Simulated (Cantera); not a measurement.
A Cantera script and what it prints.

```python
import numpy as np
import cantera as ct

gas_names = [...]  # 151 gases of nasa_gas.yaml made of C, H, N, O, Si
cond_names = """
    C(gr) C6H6(L) C7H8(L) C8H18(L),n-octa H2O(s) H2O(L) Si(cr) Si(L) SiC(b) SiO2(Lqz) SiO2(hqz) SiO2(L)
    Si2N2O(s) Si3N4(a)
""".split()


# ... load() reads the species with a 1 bar reference pressure and builds the phases ...
atoms = {
    'HMDSO': {'Si': 2, 'C': 6, 'H': 18, 'O': 1},
    'NO': {'N': 1, 'O': 1},
    'H2': {'H': 2},
    'CO2': {'C': 1, 'O': 2},
}
top_T = {'C(gr)': 4500, 'SiC(b)': 3050, 'Si2N2O(s)': 2100, 'Si3N4(a)': 2400}  # K; cautious upper limits of use, not melting points


# ... equilibrate(T, P, feed) seeds the gas with the atoms and calls Mixture.equilibrate('TP', solver="vcs", rtol=1e-11, max_steps=5000) ...
results = []
T = 923.15  # K
P = 1333.22  # Pa
for m in [0.23, 0.32, 0.43, 0.6, 0.82, 1.1, 1.5, 2.1, 2.9, 4, 5.5, 7.5]:
    feed = {'HMDSO': 1, 'NO': 9.2, 'H2': 1.6, 'CO2': m}  # mol
    mix = equilibrate(T, P, feed)
    results.append((T, P, feed, dict(zip(mix.species_names, mix.species_moles))))

top = {s: max(r[3][s] / sum(r[3][g] for g in gas_names) for r in results) for s in gas_names}
cols = sorted((s for s in top if top[s] > 0.001), key=lambda s: -top[s])[:7]
seen = [c for c in cond_names if any(r[3].get(c, 0) > 1e-12 for r in results)]
print("log10 of partial pressures in bar; condensed amounts in mol")
print(f"{'n(CO2)':>10s}" + "".join(f"{s[:9]:>10s}" for s in cols + seen))
for T, P, feed, n in results:
    ng = sum(n[g] for g in gas_names)
    print(f"{feed['CO2']:10.4g}" + "".join(f"{np.log10(max(n[s] / ng * P / 1e5, 1e-99)):10.3f}" for s in cols)
          + "".join(f"{n.get(c, 0):10.4g}" for c in seen))
```

Result:

```
log10 of partial pressures in bar; condensed amounts in mol
    n(CO2)        H2        CO        N2       CO2       H2O SiO2(hqz)
      0.23    -2.189    -2.428    -2.543    -3.835    -3.906         2
      0.32    -2.193    -2.427    -2.545    -3.754    -3.829         2
      0.43    -2.197    -2.426    -2.547    -3.671    -3.752         2
       0.6    -2.203    -2.424    -2.551    -3.568    -3.657         2
      0.82    -2.212    -2.422    -2.555    -3.463    -3.562         2
       1.1    -2.222    -2.420    -2.561    -3.357    -3.470         2
       1.5    -2.237    -2.417    -2.568    -3.241    -3.371         2
       2.1    -2.258    -2.413    -2.580    -3.111    -3.266         2
       2.9    -2.285    -2.410    -2.594    -2.984    -3.169         2
         4    -2.321    -2.409    -2.614    -2.857    -3.079         2
       5.5    -2.367    -2.410    -2.639    -2.733    -3.001         2
       7.5    -2.424    -2.414    -2.670    -2.616    -2.936         2
```

These are equilibrium values from Cantera (NASA tables, ideal gas, pure condensed phases), not measurements of a reactor. The feed counts by its element totals alone.
